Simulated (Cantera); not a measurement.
A closed system holds: 1 mol Si, 0.45 mol H2, equilibrated at 675 °C and 1280 Torr.

Cantera equilibrium calculation (NASA polynomials, part measured and part estimated; ideal gas, pure solids and liquids). Candidate condensed phases: Si; 9 gas species. The numbers say what is thermodynamically allowed, not how fast it happens.

Q: What is the equilibrium state?

A: 
```json
{
  "x(H2)": "1.000",
  "n(Si(s))": "1.00 mol",
  "gas_amount": "0.4500 mol"
}
```
